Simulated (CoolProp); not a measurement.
Vapour pressure (MPa) of o-xylene: the reference equation beside estimates from Tc = 630.3 K, pc = 3.737 MPa, ω = 0.312. Clausius-Clapeyron is anchored at 488.5 K with a constant enthalpy of vaporisation of 31.10 kJ/mol.

The numbers come from the reference Helmholtz-energy equation of state, Zhou 2012 in CoolProp.

| T (K) | reference | Lee-Kesler | Clausius-Clapeyron | van der Waals | Redlich-Kwong | Soave-Redlich-Kwong | Peng-Robinson |
|---|---|---|---|---|---|---|---|
| 488.5 | 0.4865 | 0.4912 | 0.4865 | 1.236 | 0.7307 | 0.4923 | 0.4867 |
| 494.2 | 0.5398 | 0.5454 | 0.5314 | 1.305 | 0.7956 | 0.5471 | 0.5405 |
| 499.8 | 0.5965 | 0.6028 | 0.5784 | 1.376 | 0.8633 | 0.6052 | 0.5976 |
| 505.5 | 0.6586 | 0.6658 | 0.6293 | 1.450 | 0.9360 | 0.6690 | 0.6604 |
| 511.1 | 0.7243 | 0.7323 | 0.6825 | 1.525 | 1.012 | 0.7365 | 0.7268 |
| 516.8 | 0.7961 | 0.8049 | 0.7399 | 1.604 | 1.093 | 0.8104 | 0.7995 |
| 522.4 | 0.8718 | 0.8813 | 0.7995 | 1.685 | 1.176 | 0.8882 | 0.8762 |
| 528.1 | 0.9542 | 0.9645 | 0.8638 | 1.769 | 1.266 | 0.9730 | 0.9598 |

Absolute difference from the reference over all 8 rows, mean and median: Lee-Kesler 1.1 and 1.1 %, Clausius-Clapeyron 5.0 and 5.1 %, van der Waals 117.2 and 115.4 %, Redlich-Kwong 41.1 and 40.9 %, Soave-Redlich-Kwong 1.6 and 1.6 %, Peng-Robinson 0.3 and 0.3 %.
